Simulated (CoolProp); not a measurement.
m-xylene along the isotherm 620 K: Z from the reference equation and from simpler models built on Tc = 616.9 K, pc = 3.535 MPa, ω = 0.326; each cubic takes its own stable root.

Values from CoolProp's reference Helmholtz-energy equation of state, Zhou 2012.

```tsv
p (MPa)	phase	reference
2.72	gas	0.6445
5.44	supercritical	0.2405
8.16	supercritical	0.3289
10.9	supercritical	0.4176
13.6	supercritical	0.5031
16.3	supercritical	0.5869
19	supercritical	0.6690
21.8	supercritical	0.7527
24.5	supercritical	0.8322
27.2	supercritical	0.9106
29.9	supercritical	0.9880
32.6	supercritical	1.065
35.3	supercritical	1.140
```

Q: How far does each simpler model (van der Waals, Peng-Robinson) lie from the reference over these 13 states: mean and median of the absolute difference, and the worst?

A: 
- van der Waals: mean 41.3 %, median 43.2 %, worst +48.2 % at 620 K and 5.44 MPa
- Peng-Robinson: mean 2.6 %, median 1.6 %, worst +11.8 % at 620 K and 5.44 MPa
